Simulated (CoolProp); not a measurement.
A single-stage vapour-compression cycle with R152A: evaporating at 239.15 K (dew point), condensing at 287.15 K (bubble point), superheat 0 K, subcooling 0 K, compressor efficiency 0.7, no pressure losses. Each further row changes one setting.

The numbers come from the reference Helmholtz-energy equation of state, Outcalt 1996 in CoolProp. It is a modified Benedict-Webb-Rubin equation, recast in Helmholtz form.

```csv
case,cooling COP,pressure ratio,discharge temperature (K),refrigerating effect (kJ/kg),volumetric capacity (kJ/m³)
as stated,___,6.66,333.9,258,565
evaporating temperature 244.15 K,3.39,5.25,327.5,262,716
condensing temperature 282.15 K,3.33,5.65,___,267,584
subcooling 5 K,___,6.66,333.9,267,584
superheat 10 K,2.89,6.66,345.2,___,___
compressor efficiency 0.6,___,6.66,___,258,565
```

Task: Complete the blanks.

Result: 
- as stated, cooling COP: 2.92
- condensing temperature 282.15 K, discharge temperature (K): 325.5
- subcooling 5 K, cooling COP: 3.01
- superheat 10 K, refrigerating effect (kJ/kg): 268
- superheat 10 K, volumetric capacity (kJ/m³): 559
- compressor efficiency 0.6, cooling COP: 2.50
- compressor efficiency 0.6, discharge temperature (K): 346.3
